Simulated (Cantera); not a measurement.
An adiabatic, constant-pressure homogeneous reactor starts with 21.6 % H₂, 15.4 % O₂, 58.0 % N₂, 4.96 % H₂O, equivalence ratio 0.70, at 1148 K and 0.710 bar.

Model: GRI-Mech 3.0 (53 species, 325 reactions), integrated in Cantera.

x: mole fraction; the columns are a selection and need not sum to one.

```
t (s)     T (K)        x H₂    x O₂   x H₂O      x H₂O₂         x O    x HO₂
--------  -----  ----------  ------  ------  ----------  ----------  -------
1.00e-5    1148       0.216   0.154  0.0496    2.11e-11     1.91e-9  8.39e-9
3.01e-5    1148       0.216   0.154  0.0496    6.24e-10     7.85e-8  1.72e-7
9.03e-5    1274       0.156   0.128  0.0969     2.74e-6     0.00500  6.92e-5
0.000271   2333  (withheld)  0.0514   0.258  (withheld)  (withheld)  6.82e-6
0.000816   2483     0.00841  0.0496   0.275     3.48e-7     0.00368  7.06e-6
0.00245    2485     0.00823  0.0492   0.276     3.52e-7     0.00357  7.06e-6
0.00737    2483     0.00820  0.0483   0.276     3.47e-7     0.00349  6.92e-6
0.0221     2478     0.00816  0.0466   0.276     3.38e-7     0.00335  6.65e-6
0.0665     2475     0.00814  0.0455   0.276     3.32e-7     0.00326  6.48e-6
0.200      2475     0.00814  0.0455   0.276     3.31e-7     0.00325  6.48e-6
```

Task: Complete the blanks.

Result: 
- 0.000271, x H₂: 0.0167
- 0.000271, x H₂O₂: 2.56e-7
- 0.000271, x O: 0.00793
